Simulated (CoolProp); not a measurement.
Values from CoolProp's reference Helmholtz-energy equation of state, Akasaka 2023.

**Question.** For R1336mzz(E), give the phase and the Z, speed of sound (m/s), isothermal compressibility (1/MPa), fugacity coefficient at 386.9 K and 11.3 bar.

**Answer.** 
- 386.9 K and 11.3 bar: gas; Z 0.804, speed of sound 119, isothermal compressibility 1.14, fugacity coefficient 0.834
